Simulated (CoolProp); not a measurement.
Vapour-liquid equilibrium of benzene (1) + dimethyl carbonate (2) at 0.254 bar; x and y are mole fractions of (1).

Computed with CoolProp (multi-fluid Helmholtz-energy mixture model, Thol 2012 and Zhou 2011; pair parameters Bell 2016).

Give the bubble temperature and the first vapour's composition at x = 0.35, 0.575, 0.875. Is there an azeotrope?

x = 0.35: 45.2 °C, y = 0.490; x = 0.575: 43.0 °C, y = 0.671; x = 0.875: 41.3 °C, y = 0.892. No azeotrope shows between x = 0.05 and 0.95.

Pair parameters are fitted to limited data, so mixtures are less certain than the pure fluids.
